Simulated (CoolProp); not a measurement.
Water along the isotherm 616.7 K: Z from the reference equation and from simpler models built on Tc = 647.1 K, pc = 22060 kPa, ω = 0.344; each cubic takes its own stable root.

Computed with CoolProp (reference Helmholtz-energy equation of state, Wagner 2002).

```csv
p (kPa),phase,reference
6890,gas,0.8538
13800,gas,0.6234
20700,liquid,0.1157
27600,liquid,0.1483
34500,liquid,0.1801
41400,liquid,0.2112
48300,liquid,0.2417
55200,liquid,0.2716
```

Problem. How far does each simpler model (van der Waals, Soave-Redlich-Kwong) lie from the reference over these 8 states: mean and median of the absolute difference, and the worst?

Solution. 
- van der Waals: mean 73.3 %, median 90.4 %, worst +106.2 % at 616.7 K and 20700 kPa
- Soave-Redlich-Kwong: mean 36.1 %, median 45.3 %, worst +50.8 % at 616.7 K and 20700 kPa
